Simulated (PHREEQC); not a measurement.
Consider water at 25 °C with 0.21 mol/kgw NaOH, 0.00033 mol/kgw NaAlO2 and 9.5e-05 mol/kgw Na2CO3. Closed to the air; pH follows from the charge balance.

Computed with PHREEQC (ion-association model, wateq4f.dat).

```csv
quantity,before,after
pH,13.17,13.34
NaCO3- (mol/kgw),5.16e-5,4.58e-5
CO3-2 (mol/kgw),4.33e-5,4.92e-5
HCO3- (mol/kgw),2.55e-8,2.20e-8
NaHCO3 (mol/kgw),1.59e-9,1.37e-9
SI of Natron (Na2CO3:10H2O),-5.21,-4.96
SI of Nahcolite (NaHCO3),-7.98,-8.00
```

Task: What was changed between the two runs?
(A) NaAlO2 left out
(B) temperature from 25 to 20 °C
(C) Na2CO3 from 9.5e-05 to 0.000105 mol/kgw
(D) Na2CO3 from 9.5e-05 to 0.00095 mol/kgw
(E) diluted 2-fold with water

Result: B, temperature from 25 to 20 °C

No solid was allowed to form.
